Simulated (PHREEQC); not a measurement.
Solution (79 °C): 1.7 mol NaCl and 0.2 mol MgSO4 per kg of water. Closed to the air; pH follows from the charge balance.

Equilibrium calculation in PHREEQC: Pitzer model, pitzer.dat.

```
Item                       Result
-------------------  ------------
ionic strength       2.50 mol/kgw
activity of water           0.937
density               1.056 g/cm³
osmotic coefficient         0.953
```

```csv
species,molality,activity,log γ
Cl-,1.70,0.970,-0.244
Na+,1.70,1.22,-0.143
Mg+2,0.200,0.0395,-0.704
SO4-2,0.200,0.00507,-1.596
MgOH+,4.85e-6,3.35e-6,-0.161
HSO4-,4.52e-6,2.27e-6,-0.300
```

No solid was allowed to form. At this temperature some constants are extrapolated from 25 °C, and those without enthalpy data are left unchanged.
